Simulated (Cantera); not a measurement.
A diamond (100) surface in a fixed gas of H2 with x(CH4) = 0.018, x(H) = 0.029, x(CH3) = 3.4e-05, at 900 K; coverages are run to steady state.

Computed with Cantera and the Harris–Goodwin 1993 mechanism for the reconstructed diamond (100) surface.

θ: site fractions in the mechanism's names (c6HH fully hydrogenated, c6H* and c6*H radical sites, c6** diradical, c6HM methylated).

```tsv
P (Pa)	growth (µm/h)	θ c6HH	θ c6H*	θ c6*H	θ c6**	θ c6HM
740	…	0.691	0.0105	0.293	0.00440	0.000990
1100	…	0.691	0.0105	0.293	0.00441	0.000991
1600	…	0.691	0.0105	0.293	0.00441	0.000991
2300	…	0.691	0.0106	0.293	0.00441	0.000992
3400	…	0.691	0.0106	0.293	0.00442	0.000992
5000	…	0.691	0.0107	0.293	0.00443	0.000992
7300	…	0.691	0.0108	0.292	0.00444	0.000993
11000	…	0.691	0.0110	0.292	0.00446	0.000993
```

Task: Some entries are withheld; supply them.

Result: 
- 740, growth (µm/h): 0.0789
- 1100, growth (µm/h): 0.117
- 1600, growth (µm/h): 0.171
- 2300, growth (µm/h): 0.246
- 3400, growth (µm/h): 0.364
- 5000, growth (µm/h): 0.535
- 7300, growth (µm/h): 0.781
- 11000, growth (µm/h): 1.18
